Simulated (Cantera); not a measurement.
**Sublimation and decomposition of ceramics: Si3N4 + C + N2**

Input: 1 mol Si3N4, 0.021 mol C, 0.079 mol N2, equilibrated at 15.0 Pa.

Cantera equilibrium calculation (NASA polynomials, part measured and part estimated; ideal gas, pure solids and liquids). Candidate condensed phases: C, Si, SiC, Si3N4; 20 gas species. Mutual solubility and eutectic melting of coexisting phases are not modelled. The tables' values for SiN are old estimates; treat these amounts as uncertain. The numbers say what is thermodynamically allowed, not how fast it happens.

From 1775 K to 1975 K the condensed part is Si(l) + SiC(s). From 2075 K to 2875 K nothing is condensed. The main Si-bearing gas is Si throughout.

| T (K) | log p N2 | log p Si | log p Si2 | log p Si2C | n Si(l) | n SiC(s) |
|---|---|---|---|---|---|---|
| 1775 | -3.83 | -5.66 | -7.91 | -7.69 | 2.95 | 0.0207 |
| 1875 | -3.85 | -5.04 | -7.17 | -6.85 | 2.84 | 0.0189 |
| 1975 | -3.93 | -4.49 | -6.50 | -6.10 | 2.37 | 0.00667 |
| 2075 | -4.21 | -4.07 | -6.05 | -6.20 | 0 | 0 |
| 2175 | -4.21 | -4.06 | -6.40 | -6.22 | 0 | 0 |
| 2275 | -4.21 | -4.06 | -6.72 | -6.33 | 0 | 0 |
| 2375 | -4.21 | -4.06 | -7.02 | -6.59 | 0 | 0 |
| 2475 | -4.21 | -4.06 | -7.29 | -6.93 | 0 | 0 |
| 2575 | -4.21 | -4.05 | -7.55 | -7.31 | 0 | 0 |
| 2675 | -4.21 | -4.05 | -7.79 | -7.73 | 0 | 0 |
| 2775 | -4.21 | -4.05 | -8.01 | -8.19 | 0 | 0 |
| 2875 | -4.21 | -4.05 | -8.21 | -8.72 | 0 | 0 |
log p: log10 of the partial pressure in bar; n: condensed amount in mol.
